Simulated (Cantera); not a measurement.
Feed: 1 mol MgSO₄, 0.4 mol H₂O, 1.4 mol CO₂, at 527 °C.

Method: chemical equilibrium by Gibbs-energy minimisation in Cantera with the NASA 1993 tables (ideal gas, pure condensed phases). Candidate condensed phases: C, C₆H₆, C₇H₈, C₈H₁₈, H₂O, H₂SO₄, Mg, MgCO₃, MgO, Mg(OH)₂, MgS, MgSO₄, S; 130 gas species. Kinetics and transport are ignored.

x: gas mole fraction; n: condensed amount in mol.

| P (Pa) | x CO₂ | x H₂O | x SO₂ | x O₂ | n MgO(s) | n MgSO₄(s) |
|---|---|---|---|---|---|---|
| 10 | 0.776 | 0.222 | … | 0.000644 | 0.00234 | 0.998 |
| 52 | 0.777 | 0.222 | … | 0.000124 | 0.000450 | 1.000 |
| 270 | 0.778 | 0.222 | … | 2.39e-5 | 0 | 1.000 |
| 1400 | 0.778 | 0.222 | … | 4.60e-6 | 0 | 1.000 |
| 7200 | 0.778 | 0.222 | … | 8.95e-7 | 0 | 1.000 |
| 37000 | 0.778 | 0.222 | … | 1.74e-7 | 0 | 1.000 |
| 190000 | 0.778 | 0.222 | … | 3.41e-8 | 0 | 1.00 |
| 1000000 | 0.778 | 0.222 | … | 6.69e-9 | 0 | 1.00 |

Complete the blanks.


- 10, x SO₂: 0.00129
- 52, x SO₂: 0.000248
- 270, x SO₂: 4.77e-5
- 1400, x SO₂: 9.21e-6
- 7200, x SO₂: 1.79e-6
- 37000, x SO₂: 3.48e-7
- 190000, x SO₂: 6.77e-8
- 1000000, x SO₂: 1.26e-8
